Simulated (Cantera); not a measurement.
A Cantera script and what it prints.

```python
import numpy as np
import cantera as ct

gas_names = """
    B BH BH2 BH3 BN BO BO2 B2 B2O B2O2 B2O3 B3O3H3 H HBO HBO2 HNO HNO2 HNO3 HO2 H2 H2O H2O2 H3B3O6 N NH
    NH2 NH3 NH2OH NO NO2 NO3 N2 N2H2 N2H4 N2O O OH O2 O3
""".split()
cond_names = """
    B(b) B(L) BN(s) B2O3(L) B3O3H3(cr) H2O(s) H2O(L)
""".split()


# ... load() reads the species with a 1 bar reference pressure and builds the phases ...
atoms = {
    'B2H6': {'B': 2, 'H': 6},
    'H2O': {'H': 2, 'O': 1},
    'N2': {'N': 2},
}
top_T = {'BN(s)': 3200}  # K; cautious upper limits of use, not melting points


# ... equilibrate(T, P, feed) seeds the gas with the atoms and calls Mixture.equilibrate('TP', solver="vcs", rtol=1e-11, max_steps=5000) ...
results = []
feed = {'B2H6': 1, 'H2O': 1.5, 'N2': 0.38}  # mol
P = 29  # Pa
for T in [1323, 1398, 1473, 1548, 1623, 1698, 1773, 1848, 1923]:
    mix = equilibrate(T, P, feed)
    results.append((T, P, feed, dict(zip(mix.species_names, mix.species_moles))))
    x = sorted(zip(gas.X, gas.species_names), reverse=True)
    print(f"T = {T:g} K  P = {P:g} Pa  gas = {mix.phase_moles(0):.4g} mol")
    print("   x: " + "  ".join(f"{s} {v:.3e}" for v, s in x if v > 0.001))
    print("   condensed (mol): " + ("  ".join(f"{mix.phase(i).name} {mix.phase_moles(i):.4g}"
          for i in range(1, mix.n_phases) if mix.phase_moles(i) > 1e-12) or "none"))
```

It prints:

```
T = 1323 K  P = 29 Pa  gas = 4.593 mol
   x: H2 9.678e-01  HBO 2.321e-02  B2O2 7.162e-03  B2O3 1.199e-03
   condensed (mol): B(b) 0.1825  BN(s) 0.76  B2O3(L) 0.4353
T = 1398 K  P = 29 Pa  gas = 4.893 mol
   x: H2 8.887e-01  HBO 6.028e-02  B2O2 4.101e-02  B2O3 7.903e-03  HBO2 1.179e-03
   condensed (mol): B(b) 0.008476  BN(s) 0.76  B2O3(L) 0.224
T = 1473 K  P = 29 Pa  gas = 5.134 mol
   x: H2 8.393e-01  HBO 6.649e-02  B2O2 4.228e-02  B2O3 4.180e-02  HBO2 7.099e-03  BO 1.463e-03
   condensed (mol): BN(s) 0.7512
T = 1548 K  P = 29 Pa  gas = 5.203 mol
   x: H2 8.216e-01  HBO 7.928e-02  B2O2 5.027e-02  B2O3 3.112e-02  N2 6.601e-03  HBO2 5.605e-03  BO 3.852e-03  H 1.639e-03
   condensed (mol): BN(s) 0.6913
T = 1623 K  P = 29 Pa  gas = 5.317 mol
   x: H2 7.956e-01  HBO 9.515e-02  B2O2 6.239e-02  B2O3 1.564e-02  N2 1.519e-02  BO 9.537e-03  H 3.620e-03  HBO2 2.863e-03
   condensed (mol): BN(s) 0.5984
T = 1698 K  P = 29 Pa  gas = 5.42 mol
   x: H2 7.734e-01  HBO 1.051e-01  B2O2 6.637e-02  N2 2.073e-02  BO 2.034e-02  H 7.468e-03  B2O3 5.459e-03  HBO2 1.085e-03
   condensed (mol): BN(s) 0.5353
T = 1773 K  P = 29 Pa  gas = 5.515 mol
   x: H2 7.549e-01  HBO 1.071e-01  B2O2 6.079e-02  BO 3.782e-02  N2 2.275e-02  H 1.451e-02  B2O3 1.527e-03
   condensed (mol): BN(s) 0.5091
T = 1848 K  P = 29 Pa  gas = 5.702 mol
   x: H2 7.254e-01  HBO 1.008e-01  BO 6.233e-02  B2O2 4.884e-02  N2 3.477e-02  H 2.652e-02
   condensed (mol): B(b) 0.1355  BN(s) 0.3634
T = 1923 K  P = 29 Pa  gas = 6.047 mol
   x: H2 6.778e-01  BO 9.124e-02  HBO 8.679e-02  N2 6.284e-02  H 4.554e-02  B2O2 3.412e-02  B2O 1.094e-03
   condensed (mol): B(b) 0.4929
```

Cantera equilibrium calculation (NASA polynomials, part measured and part estimated; ideal gas, pure solids and liquids). The feed counts by its element totals alone. N2 is the only nitrogen source here; it is nearly inert below about 1500 K, so the nitride shown seldom forms there in practice. Mutual solubility and eutectic melting of coexisting phases are not modelled. The tables' values for BH2 are old estimates; treat these amounts as uncertain.
